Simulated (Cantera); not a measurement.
Feed: 1 mol C3H8, 0.23 mol O2, 2.3 mol NH3, at 2100 °C and 10.0 mbar.

Cantera equilibrium calculation (NASA polynomials, part measured and part estimated; ideal gas, pure solids and liquids). Rates play no part.

```csv
species,before,after
H2,0.703,0.803
N2,0.112,0.118
CO,0.0478,0.0507
H,0.117,0.00362
HCN,0.0142,0.0156
C2H4,3.55e-8,5.57e-5
CH4,9.22e-7,0.00144
NH3,2.35e-8,3.55e-5
CH3CN,8.00e-9,1.21e-5
H2O,1.14e-8,1.66e-5
CH3,2.84e-6,0.000120
"C(graphite), mol",2.30,2.28
```
Gas species are given as mole fractions.

Problem. Which change was made?
(A) pressure from 10.0 mbar to 12.0 bar
(B) temperature from 2100 °C to 675 °C
(C) O2 from 0.23 to 0.018 mol
(D) temperature from 2100 °C to 2600 °C

Solution. A, pressure from 10.0 mbar to 12.0 bar
